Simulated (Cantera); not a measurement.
Charge: 1 mol TiO2, a varied amount of H2, held at 1125 °C and 4.30 bar.

Method: chemical equilibrium by Gibbs-energy minimisation in Cantera with the NASA 1993 tables (ideal gas, pure condensed phases). Candidate condensed phases: H2O, Ti, TiO, TiO2, Ti2O3, Ti3O5, Ti4O7; 12 gas species. Mutual solubility and eutectic melting of coexisting phases are not modelled. Condensed phases not in the tables: Magnéli phases beyond Ti4O7. Gases not in the tables: TiO(OH)2. Kinetics and transport are ignored.

x: gas mole fraction; n: condensed amount in mol.

```
n(H2) (mol)   x H2     x H2O      x H  n TiO2(rutile)  n Ti4O7(s)  n Ti3O5(s)
-----------  -----  --------  -------  --------------  ----------  ----------
0.66         0.993   0.00716  2.28e-6           0.981     0.00473           0
2            0.993   0.00716  2.28e-6           0.943      0.0143           0
6.3          0.993   0.00716  2.28e-6             ___         ___           0
20           0.993   0.00716  2.28e-6             ___         ___           0
60           0.996   0.00417  2.28e-6               0       0.250           0
190          0.998   0.00167  2.28e-6               0      0.0463       0.272
580          0.999  0.000575  2.29e-6               0           0       0.333
1800         1.000  0.000185  2.29e-6               0           0       0.333
```

### Question
Some entries are withheld; supply them.

### Answer

- 20, n TiO2(rutile): 0.427
- 20, n Ti4O7(s): 0.143
- 6.3, n TiO2(rutile): 0.820
- 6.3, n Ti4O7(s): 0.0451
